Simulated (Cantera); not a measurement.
Charge: 1 mol MgCl₂, 1.2 mol H₂, at 1325 °C.

These are equilibrium values from Cantera (NASA tables, ideal gas, pure condensed phases), not measurements of a reactor. Candidate condensed phases: Mg, MgCl₂; 10 gas species. The numbers say what is thermodynamically allowed, not how fast it happens.

Task: At 0.720 Pa, list the 6 most abundant gas species with their mole fractions, and the condensed phases.

Result: H₂ 0.320, HCl 0.275, MgCl₂ 0.243, Mg 0.139, H 0.0112, Cl 0.00764. Condensed: gas only.
